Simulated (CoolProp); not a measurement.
c-C4F8 (RC318) along the isobar 3.14 MPa: density (kg/m³) from the reference equation and from simpler models built on Tc = 388.4 K, pc = 2.778 MPa, ω = 0.355; each cubic takes its own stable root.

Computed with CoolProp (reference Helmholtz-energy equation of state, Platzer 1990). This equation is an older, rougher fit; its heat capacities, sound speeds and derivatives of the liquid may be far off and weren't checked against measurements.

```csv
T (K),phase,reference,van der Waals,Redlich-Kwong,Soave-Redlich-Kwong,Peng-Robinson
387.4,liquid,950.8,654.8,779.6,784.0,866.9
403.5,supercritical,370.5,410.0,391.2,358.4,379.4
419.6,supercritical,283.7,302.5,298.8,279.1,292.8
435.7,supercritical,245.1,261.5,258.1,241.8,252.2
451.8,supercritical,220.5,235.5,231.9,217.6,226.1
467.8,supercritical,202.7,216.5,212.8,199.9,207.1
483.9,supercritical,188.7,201.4,197.8,185.9,192.1
500,supercritical,177.2,189.1,185.5,174.5,180.0
```
